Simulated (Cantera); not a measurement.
# Low-pressure radical oxidation in H2/O2

A perfectly stirred reactor is fed with H2 : O2 = 0.33 : 1 (molar parts), equivalence ratio 0.17, at 1.65 Torr; it is held at 1298 K, and followed from long to short residence time.

Computed with Cantera and the H2/O2 subset of GRI-Mech 3.0, which has no nitrogen chemistry. Radical loss at walls, strong at low pressure, is not modelled. The temperature is held fixed by assumption; the heat of reaction is taken as removed at once.

```json
[
 {"τ (s)": "0.39", "x H2": "0.00996", "x O2": "0.653", "x H": "0.0424", "x OH": "0.0131", "x O": "0.0555"},
 {"τ (s)": "0.22", "x H2": "0.0117", "x O2": "0.639", "x H": "0.0557", "x OH": "0.0140", "x O": "0.0667"},
 {"τ (s)": "0.13", "x H2": "0.0131", "x O2": "0.629", "x H": "0.0663", "x OH": "0.0146", "x O": "0.0749"},
 {"τ (s)": "0.073", "x H2": "0.0145", "x O2": "0.621", "x H": "0.0750", "x OH": "0.0151", "x O": "0.0809"},
 {"τ (s)": "0.042", "x H2": "0.0160", "x O2": "0.617", "x H": "0.0806", "x OH": "0.0154", "x O": "0.0839"},
 {"τ (s)": "0.024", "x H2": "0.0182", "x O2": "0.616", "x H": "0.0841", "x OH": "0.0159", "x O": "0.0844"},
 {"τ (s)": "0.014", "x H2": "0.0214", "x O2": "0.617", "x H": "0.0860", "x OH": "0.0164", "x O": "0.0827"},
 {"τ (s)": "0.0078", "x H2": "0.0271", "x O2": "0.621", "x H": "0.0868", "x OH": "0.0171", "x O": "0.0785"}
]
```
x: mole fraction; the columns are a selection and need not sum to one.
